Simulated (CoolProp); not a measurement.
A closed Brayton cycle with carbon dioxide: compressor inlet 328.15 K and 8.3 MPa, high pressure 17.7 MPa, turbine inlet 945 K, compressor efficiency 0.85, turbine efficiency 0.85, recuperator effectiveness 0.9 (on enthalpy, no pinch check). Each further row changes one setting.

Model: reference Helmholtz-energy equation of state, Span 1996, in CoolProp.

```tsv
case	thermal efficiency (%)	net work (kJ/kg)	compressor to turbine work	compressor exit (K)	turbine exit (K)
as stated	32.0	72.1	0.35	392.5	850.9
turbine inlet 895 K	30.8	65.9	0.37	392.5	804.2
compressor inlet 338.15 K	31.2	67.5	0.39	406.5	850.9
high pressure 15 MPa	29.5	58.3	0.33	378.1	871.0
recuperator effectiveness 0.5	16.4	72.1	0.35	392.5	850.9
```
